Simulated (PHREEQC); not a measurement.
Acid mine or pickling water: speciation

Synthetic water in mg/L, 25 °C, pH 3.82, pe 11.2:

| constituent | mg/L |
|---|---|
| Na | 113 |
| K | 46.9 |
| Ca | 53 |
| Mg | 18.8 |
| Cl | 49.4 |
| S(6) as SO4 | 433 |
| N(5) as NO3 | 0.0812 |
| Cd | 4.67 |

Valence states are taken as typed.

All values are PHREEQC results (ion-association model, wateq4f.dat), not measurements.

This is a speciation only: nothing precipitates in the calculation.

Q: What ionic strength does the model give?

A: ionic strength 0.0149 mol/kgw.

Q: In which forms is K present?

A: K+ 98 %, KSO4- 1.6 % of the K.

Complexes and solids missing from the database can't appear.
